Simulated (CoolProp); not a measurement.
A simple Rankine cycle with isobutane: condensing at 296.15 K, boiler at 1.31 MPa, turbine inlet 392 K, turbine efficiency 0.75, pump efficiency 0.6, no recuperator. Each further row changes one setting.

Computed with CoolProp (reference Helmholtz-energy equation of state, Bücker 2006).

| case | thermal efficiency (%) | net work (kJ/kg) | heat in (kJ/kg) | turbine exit temperature (K) | volume ratio over the turbine |
|---|---|---|---|---|---|
| as stated | 9.4 | 46.4 | 492 | [?] | 4.07 |
| turbine inlet 412 K | 9.3 | 50.1 | 539 | 378.3 | 4.01 |
| condensing temperature 288.15 K | 10.7 | 54.8 | [?] | 351.9 | 5.17 |
| boiler pressure 0.917 MPa | [?] | 36.4 | 503 | 367.6 | 2.78 |
| turbine efficiency 0.65 | [?] | 39.8 | 492 | 360.4 | [?] |

Problem. Some entries are withheld; supply them.

Solution. 
- as stated, turbine exit temperature (K): 357.2
- condensing temperature 288.15 K, heat in (kJ/kg): 511
- boiler pressure 0.917 MPa, thermal efficiency (%): 7.2
- turbine efficiency 0.65, thermal efficiency (%): 8.1
- turbine efficiency 0.65, volume ratio over the turbine: 4.12
